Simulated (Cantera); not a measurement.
Input: 1 mol SiH4, 510 mol H2, 0.13 mol C2H2, equilibrated at 100000 Pa.

Equilibrium computed with Cantera from the NASA thermochemical tables; the gas is ideal and each condensed phase is pure. Candidate condensed phases: C, C6H6, C7H8, C8H18, Si, SiC; 87 gas species. Mutual solubility and eutectic melting of coexisting phases are not modelled. Gases not in the tables: Si2H6 and higher silanes. Kinetics and transport are ignored.

x: gas mole fraction; n: condensed amount in mol.

| T (°C) | x H2 | x H | x Si | x SiH2 | n Si(l) | n SiC(s) |
|---|---|---|---|---|---|---|
| 1452 | 1.000 | 0.000186 | 1.02e-6 | 1.72e-5 | 0.738 | 0.251 |
| 1552 | 0.999 | 0.000440 | 4.55e-6 | 3.56e-5 | 0.726 | 0.250 |
| 1652 | 0.999 | 0.000955 | 1.74e-5 | 6.81e-5 | 0.700 | 0.248 |
| 1752 | 0.998 | 0.00192 | 5.82e-5 | 0.000122 | 0.642 | 0.243 |
| 1852 | 0.996 | 0.00362 | 0.000174 | 0.000206 | 0.518 | 0.229 |
| 1952 | 0.992 | 0.00645 | 0.000469 | 0.000332 | 0.257 | [?] |
| 2052 | 0.987 | 0.0109 | 0.000951 | 0.000420 | 0 | [?] |
| 2152 | 0.980 | 0.0177 | 0.00114 | 0.000326 | 0 | [?] |

**Question.** Some entries are withheld; supply them.

**Answer.** 
- 1952, n SiC(s): 0.187
- 2052, n SiC(s): 0.0128
- 2152, n SiC(s): 0
